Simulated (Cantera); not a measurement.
**Pyrogenic steam for wet oxidation**

An isothermal, constant-pressure homogeneous reactor starts with H2 : O2 : N2 = 1.7 : 1 : 4.5 (molar parts), equivalence ratio 0.85, at 1148 K and 0.188 atm.

Model: GRI-Mech 3.0 (53 species, 325 reactions), integrated in Cantera. The temperature is held fixed by assumption; the heat of reaction is taken as removed at once.

```
t (s)         x H2    x O2       x H    x N2O    x H2O     x NO2
--------  --------  ------  --------  -------  -------  --------
2.00e-5      0.236   0.139   4.39e-9   <1e-12  1.95e-9    <1e-12
0.000103     0.236   0.139   5.33e-7   <1e-12  6.16e-7    <1e-12
0.000528    0.0271  0.0451    0.0594  1.11e-8    0.192  1.52e-10
0.00271    0.00303  0.0249   0.00121  2.30e-8    0.263   1.75e-9
0.0139    0.000123  0.0236   7.95e-6  3.29e-8    0.267   3.71e-8
0.0717     5.21e-6  0.0236   8.97e-8  3.58e-8    0.268   7.86e-8
0.368      4.57e-7  0.0236   2.96e-9  3.65e-8    0.268   4.04e-8
1.89       7.11e-8  0.0236  1.98e-10  3.46e-8    0.268   1.96e-8
9.73       2.00e-8  0.0236  2.91e-11  2.44e-8    0.268   2.29e-8
50.0       1.65e-8  0.0236  2.13e-11  4.55e-9    0.268   2.63e-8
```
x: mole fraction; the columns are a selection and need not sum to one.

Equilibrium at this temperature and pressure: H2 1.65e-8, O2 0.0236, H 2.13e-11, N2O 1.24e-9, H2O 0.268, NO2 1.32e-7 (gas phase only).
